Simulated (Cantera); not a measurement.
A closed system holds: 1 mol Fe3O4, 0.016 mol HCl, a varied amount of H2, at 1698.15 K and 1.40 bar.

These are equilibrium values from Cantera (NASA tables, ideal gas, pure condensed phases), not measurements of a reactor. Candidate condensed phases: Fe, FeCl2, FeCl3, FeO, Fe(OH)2, Fe(OH)3, Fe2O3, Fe3O4, H2O; 22 gas species. Mutual solubility and eutectic melting of coexisting phases are not modelled. The tables' stoichiometric FeO is somewhat more stable than real wüstite, so its field is too wide. FeO: taken at fixed stoichiometry. Rates play no part.

x: gas mole fraction; n: condensed amount in mol.

```tsv
n(H2) (mol)	x H2O	x H2	x HCl	x FeCl2	x H	n FeO(l)	n Fe3O4(s)	n Fe(δ)
0.56	0.961	0.0115	0.0270	0.000363	1.32e-5	1.66	0.447	0
0.86	0.970	0.0117	0.0179	0.000158	1.32e-5	2.55	0.150	0
1.2	[?]	[?]	[?]	[?]	[?]	3.00	0	0
1.4	0.706	0.282	0.0111	8.38e-5	6.50e-5	3.00	0	0
1.7	[?]	[?]	[?]	[?]	[?]	3.00	0	0
2	0.496	0.496	0.00782	5.88e-5	8.62e-5	3.00	0	0
2.3	0.432	0.561	0.00680	5.12e-5	9.17e-5	3.00	0	0
2.6	0.382	0.612	0.00602	4.53e-5	9.57e-5	3.00	0	0
2.9	0.343	0.651	0.00540	4.07e-5	9.88e-5	3.00	0	0
3.2	0.318	0.677	0.00490	3.61e-5	0.000101	2.98	0	0.0219
3.5	0.318	0.677	0.00449	3.03e-5	0.000101	2.88	0	0.118
```

Problem. Complete the blanks.

Solution. 
- 1.7, x H2O: 0.583
- 1.7, x H2: 0.408
- 1.7, x HCl: 0.00918
- 1.7, x FeCl2: 6.91e-5
- 1.7, x H: 7.82e-5
- 1.2, x H2O: 0.822
- 1.2, x H2: 0.164
- 1.2, x HCl: 0.0130
- 1.2, x FeCl2: 9.75e-5
- 1.2, x H: 4.96e-5
